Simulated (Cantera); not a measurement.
Input (Python, Cantera) and output of one run.

```python
import numpy as np
import cantera as ct

gas_names = """
    Fe FeO Fe(OH)2 H HNO HNO2 HNO3 HO2 H2 H2O H2O2 N NH NH2 NH3 NH2OH NO NO2 NO3 N2 N2H2 N2H4 N2O O OH
    O2 O3
""".split()
cond_names = """
    Fe(a) Fe(c) Fe(d) Fe(L) FeO(s) FeO(L) Fe(OH)2(s) Fe(OH)3(s) Fe2O3(s) Fe3O4(s) H2O(s) H2O(L)
""".split()


# ... load() reads the species with a 1 bar reference pressure and builds the phases ...
atoms = {
    'Fe2O3': {'Fe': 2, 'O': 3},
    'H2O': {'H': 2, 'O': 1},
    'N2': {'N': 2},
}
top_T = {'Fe2O3(s)': 1830, 'Fe3O4(s)': 1870}  # K; cautious upper limits of use, not melting points


# ... equilibrate(T, P, feed) seeds the gas with the atoms and calls Mixture.equilibrate('TP', solver="vcs", rtol=1e-11, max_steps=5000) ...
results = []
feed = {'Fe2O3': 1, 'H2O': 0.016, 'N2': 0.54}  # mol
P = 1300  # Pa
for T in [825, 900, 975, 1050, 1125, 1200, 1275, 1350, 1425, 1500, 1575]:
    mix = equilibrate(T, P, feed)
    results.append((T, P, feed, dict(zip(mix.species_names, mix.species_moles))))

top = {s: max(r[3][s] / sum(r[3][g] for g in gas_names) for r in results) for s in gas_names}
cols = sorted((s for s in top if top[s] > 0.001), key=lambda s: -top[s])[:8]
seen = [c for c in cond_names if any(r[3].get(c, 0) > 1e-12 for r in results)]
print("log10 of partial pressures in bar; condensed amounts in mol")
print(f"{'T/K':>10s}" + "".join(f"{s[:9]:>10s}" for s in cols + seen))
for T, P, feed, n in results:
    ng = sum(n[g] for g in gas_names)
    print(f"{T:10.4g}" + "".join(f"{np.log10(max(n[s] / ng * P / 1e5, 1e-99)):10.3f}" for s in cols)
          + "".join(f"{n.get(c, 0):10.4g}" for c in seen))
```

It prints:

```
log10 of partial pressures in bar; condensed amounts in mol
       T/K        N2        O2       H2O        NO  Fe2O3(s)  Fe3O4(s)
       825    -1.899   -11.058    -3.427   -11.605         1         0
       900    -1.899   -10.195    -3.427   -10.691         1         0
       975    -1.899    -9.464    -3.427    -9.918         1         0
      1050    -1.899    -8.837    -3.427    -9.255         1         0
      1125    -1.899    -7.725    -3.427    -8.395         1 3.051e-06
      1200    -1.899    -6.355    -3.427    -7.445    0.9999 7.829e-05
      1275    -1.899    -5.151    -3.427    -6.609    0.9982  0.001231
      1350    -1.902    -4.084    -3.430    -5.868    0.9785   0.01432
      1425    -1.924    -3.131    -3.453    -5.217    0.7979    0.1348
      1500    -2.013    -2.524    -3.542    -4.790         0    0.6667
      1575    -2.013    -2.525    -3.543    -4.639         0    0.6667
```

Method: chemical equilibrium by Gibbs-energy minimisation in Cantera with the NASA 1993 tables (ideal gas, pure condensed phases). Mutual solubility and eutectic melting of coexisting phases are not modelled.
